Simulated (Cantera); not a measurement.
An isothermal, constant-pressure homogeneous reactor starts with CH4 : H2O = 1 : 0.74 (molar parts), at 1673 K and 3.50 bar.

Cantera simulation using GRI-Mech 3.0 (53 species, 325 reactions); the numbers are that mechanism's predictions, not measurements. GRI-Mech 3.0 stops at C3 and has no aromatics, soot or wall deposition, so with more carbon than oxygen in the feed, carbon stays in small species such as C2H2 where larger ones or solid carbon would form.

One state of this run: x CH4 = 0.0423; x H2O = 1.55e-5; x CH2 = 4.51e-9; x C2H6 = 1.55e-5; x CO = 0.222; x CO2 = 1.46e-6; x O = <1e-12. x: mole fraction; the columns are a selection and need not sum to one.

Q: Which value of t (s) does it belong to?
A. 0.00235
B. 70.0
C. 0.0185
D. 8.92

A: B, 70.0
